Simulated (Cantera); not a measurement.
Feed: 1 mol Al2O3, 880 mol H2, 0.62 mol N2, equilibrated at 33.0 Pa.

These are equilibrium values from Cantera (NASA tables, ideal gas, pure condensed phases), not measurements of a reactor. Candidate condensed phases: Al, AlN, Al2O3, H2O; 35 gas species. The numbers say what is thermodynamically allowed, not how fast it happens. All values below are at 1525 K.

Base state: H2 0.998, H 0.00130, N2 0.000704 (mole fractions); condensed: Al2O3(s).

**Question.** What changes in the equilibrium state with this change: pressure from 33.0 Pa to 0.120 bar?

**Answer.** 
```
species          before     after
-------------  --------  --------
H2                0.998     0.999
N2             0.000704  0.000704
H               0.00130   6.83e-5
Al2O3(s), mol     0.998     1.000
AlN(s), mol           0  0.000543
```
Mutual solubility and eutectic melting of coexisting phases are not modelled.
